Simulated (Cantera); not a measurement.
An isothermal, constant-pressure homogeneous reactor starts with N2O : N2 = 1 : 8.3 (molar parts), at 1575 K and 1.01 bar. Integrator tolerance rtol = 1e-08.

Detailed kinetics in Cantera: GRI-Mech 3.0 (53 species, 325 reactions). GRI-Mech 3.0 was tuned for natural gas; its chemistry of N2O as a main component is partial and can be far from experiment. The temperature is held fixed by assumption; the heat of reaction is taken as removed at once.

Question: What does this change do: 0.16 parts H2O added?

Answer: 
```tsv
quantity	before	after
x(N2O) at 30.0 s	2.45e-7 (gas-phase equilibrium 6.22e-8)	1.36e-7 (gas-phase equilibrium 6.07e-8)
x(O) at 30.0 s	2.13e-6 (gas-phase equilibrium 2.41e-6)	2.20e-6 (gas-phase equilibrium 2.39e-6)
x(N2) at 30.0 s	0.937 (gas-phase equilibrium 0.949)	0.926 (gas-phase equilibrium 0.933)
x(NO) at 30.0 s	0.0232 (gas-phase equilibrium 0.000938)	0.0157 (gas-phase equilibrium 0.000923)
x(NO2) at 30.0 s	4.34e-5 (gas-phase equilibrium 1.99e-6)	3.05e-5 (gas-phase equilibrium 1.94e-6)
x(O2) at 30.0 s	0.0394 (gas-phase equilibrium 0.0505)	0.0423 (gas-phase equilibrium 0.0497)
```

Question: What does this change do: temperature 1575 to 1100 K?

Answer: 
```csv
quantity,before,after
x(N2O) at 30.0 s,2.45e-7 (gas-phase equilibrium 6.22e-8),0.0187 (gas-phase equilibrium 3.84e-9)
x(O) at 30.0 s,2.13e-6 (gas-phase equilibrium 2.41e-6),8.54e-8 (gas-phase equilibrium 5.64e-10)
x(N2) at 30.0 s,0.937 (gas-phase equilibrium 0.949),0.937 (gas-phase equilibrium 0.949)
x(NO) at 30.0 s,0.0232 (gas-phase equilibrium 0.000938),0.00442 (gas-phase equilibrium 4.62e-5)
x(NO2) at 30.0 s,4.34e-5 (gas-phase equilibrium 1.99e-6),6.12e-5 (gas-phase equilibrium 6.53e-7)
x(O2) at 30.0 s,0.0394 (gas-phase equilibrium 0.0505),0.0399 (gas-phase equilibrium 0.0510)
```
The mechanism lacks the step 2 NO + O2 → 2 NO2, which can matter for NO2 below about 1400 K.
